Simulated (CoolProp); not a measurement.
R1234ze(Z) along the isotherm 159.25 °C: fugacity coefficient from the reference equation and from simpler models built on Tc = 150.1 °C, pc = 35.31 bar, ω = 0.327; each cubic takes its own stable root.

Model: reference Helmholtz-energy equation of state, Akasaka 2019, in CoolProp.

| p (bar) | phase | reference |
|---|---|---|
| 0.167 | gas | 0.9984 |
| 0.283 | gas | 0.9972 |
| 0.477 | gas | 0.9953 |
| 0.805 | gas | 0.9921 |
| 1.36 | gas | 0.9866 |
| 2.29 | gas | 0.9775 |
| 3.87 | gas | 0.9621 |
| 6.53 | gas | 0.9365 |
| 11 | gas | 0.8940 |
| 18.6 | gas | 0.8233 |
| 31.4 | gas | 0.7070 |
| 53 | supercritical | 0.5065 |

**Question.** How far does each simpler model (van der Waals, Redlich-Kwong, Soave-Redlich-Kwong) lie from the reference over these 12 states: mean and median of the absolute difference, and the worst?

**Answer.** 
- van der Waals: mean 2.0 %, median 0.6 %, worst +9.4 % at 159.25 °C and 53 bar
- Redlich-Kwong: mean 0.9 %, median 0.2 %, worst +4.7 % at 159.25 °C and 53 bar
- Soave-Redlich-Kwong: mean 1.2 %, median 0.3 %, worst +6.5 % at 159.25 °C and 53 bar
